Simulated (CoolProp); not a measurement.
Ammonia at 298.15 K and 16.8 MPa flows at 0.06 m/s in a round tube of 20 mm bore and 0.25 µm roughness, fully developed (64/Re and Nu = 3.66 if laminar; Colebrook and Gnielinski if turbulent). Each further row changes one setting.

Computed with CoolProp (reference Helmholtz-energy equation of state, Gao 2020).

```csv
case,Reynolds number,Darcy friction factor,pressure drop (Pa/m),heat-transfer coefficient (W/(m² K)),mass flow (kg/h)
as stated,5130,0.0371,2.06,549,41.9
velocity 0.12 m/s,10300,0.0307,6.81,1030,83.7
diameter 40 mm,10300,0.0307,0.851,515,167
```

Viscosity comes from a separate model (Fenghour 1995). Thermal conductivity comes from a separate model (Tufeu 1984).
